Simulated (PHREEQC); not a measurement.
# Nickel, zinc or cadmium bath: speciation

Consider water at 21 °C with 0.00025 mol/kgw CdSO4, 0.0038 mol/kgw NaCl and 0.046 mol/kgw HCl. Closed to the air; pH follows from the charge balance.

Computed with PHREEQC (ion-association model, phreeqc.dat).

This is a speciation only: nothing precipitates in the calculation.

Estimate the pH, density, specific conductance.

pH 1.41; density 0.999 g/cm³; specific conductance 15900 µS/cm.

In which forms is Cd present?

CdCl+ 62 %, Cd+2 29 %, CdCl2 8.4 % of the Cd.

Complexes and solids missing from the database can't appear.
